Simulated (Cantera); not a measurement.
# Thermodynamics of boron, boron nitride and boron oxide, feed B₂O₃ + H₂

Input: 1 mol B₂O₃, 87 mol H₂, equilibrated at 1000 Pa.

Method: chemical equilibrium by Gibbs-energy minimisation in Cantera with the NASA 1993 tables (ideal gas, pure condensed phases). Candidate condensed phases: B, B₂O₃, B₃O₃H₃, H₂O; 23 gas species. The numbers say what is thermodynamically allowed, not how fast it happens.

```json
[
 {"T (K)": "1148", "x H₂": "1.000", "x HBO": "3.32e-5", "x HBO₂": "1.37e-5", "x B₂O₃": "1.55e-7", "n B₂O₃(l)": "0.998"},
 {"T (K)": "1198", "x H₂": "1.000", "x HBO": "8.37e-5", "x HBO₂": "4.04e-5", "x B₂O₃": "8.62e-7", "n B₂O₃(l)": "0.994"},
 {"T (K)": "1248", "x H₂": "1.000", "x HBO": "0.000195", "x HBO₂": "0.000109", "x B₂O₃": "4.15e-6", "n B₂O₃(l)": "0.986"},
 {"T (K)": "1298", "x H₂": "0.999", "x HBO": "0.000424", "x HBO₂": "0.000272", "x B₂O₃": "1.76e-5", "n B₂O₃(l)": "0.968"},
 {"T (K)": "1348", "x H₂": "0.998", "x HBO": "0.000874", "x HBO₂": "0.000627", "x B₂O₃": "6.68e-5", "n B₂O₃(l)": "0.928"},
 {"T (K)": "1398", "x H₂": "0.996", "x HBO": "0.00171", "x HBO₂": "0.00135", "x B₂O₃": "0.000229", "n B₂O₃(l)": "0.844"},
 {"T (K)": "1448", "x H₂": "0.993", "x HBO": "0.00320", "x HBO₂": "0.00274", "x B₂O₃": "0.000719", "n B₂O₃(l)": "0.669"},
 {"T (K)": "1498", "x H₂": "0.986", "x HBO": "0.00572", "x HBO₂": "0.00527", "x B₂O₃": "0.00208", "n B₂O₃(l)": "0.312"},
 {"T (K)": "1548", "x H₂": "0.980", "x HBO": "0.00780", "x HBO₂": "0.00733", "x B₂O₃": "0.00336", "n B₂O₃(l)": "0"},
 {"T (K)": "1598", "x H₂": "0.979", "x HBO": "0.00823", "x HBO₂": "0.00743", "x B₂O₃": "0.00307", "n B₂O₃(l)": "0"},
 {"T (K)": "1648", "x H₂": "0.979", "x HBO": "0.00865", "x HBO₂": "0.00748", "x B₂O₃": "0.00281", "n B₂O₃(l)": "0"},
 {"T (K)": "1698", "x H₂": "0.978", "x HBO": "0.00905", "x HBO₂": "0.00748", "x B₂O₃": "0.00257", "n B₂O₃(l)": "0"}
]
```
x: gas mole fraction; n: condensed amount in mol.

From 1148 K to 1498 K the condensed part is B₂O₃(l). From 1548 K to 1698 K nothing is condensed. The main B-bearing gas is HBO throughout.
